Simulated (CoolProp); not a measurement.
Carbonyl sulfide along the isotherm 223.9 K: Z from the reference equation and from simpler models built on Tc = 378.8 K, pc = 6369 kPa, ω = 0.098; each cubic takes its own stable root.

Computed with CoolProp (reference Helmholtz-energy equation of state, Lemmon 2006). It is a short technical equation, of lower accuracy than the large ones.

| p (kPa) | phase | reference | Redlich-Kwong | Soave-Redlich-Kwong |
|---|---|---|---|---|
| 1220 | liquid | 0.03353 | 0.03539 | 0.03529 |
| 2450 | liquid | ? | 0.07092 | 0.07071 |
| 3670 | liquid | 0.1006 | 0.1060 | 0.1057 |
| 4900 | liquid | 0.1340 | 0.1412 | 0.1408 |
| 6120 | liquid | 0.1672 | 0.1760 | 0.1756 |
| 7350 | liquid | 0.2004 | 0.2110 | 0.2104 |
| 8570 | liquid | ? | 0.2456 | 0.2449 |
| 9800 | liquid | ? | 0.2803 | 0.2795 |
| 11000 | liquid | ? | 0.3140 | 0.3132 |
| 12200 | liquid | 0.3308 | 0.3476 | 0.3468 |
| 13500 | liquid | 0.3655 | 0.3840 | ? |
| 14700 | liquid | 0.3975 | 0.4174 | 0.4164 |
| 15900 | liquid | 0.4293 | ? | 0.4497 |

Q: Fill in the missing entries.

A: 
- 2450, reference: 0.06723
- 8570, reference: 0.2334
- 9800, reference: 0.2665
- 11000, reference: 0.2987
- 13500, Soave-Redlich-Kwong: 0.3830
- 15900, Redlich-Kwong: 0.4507
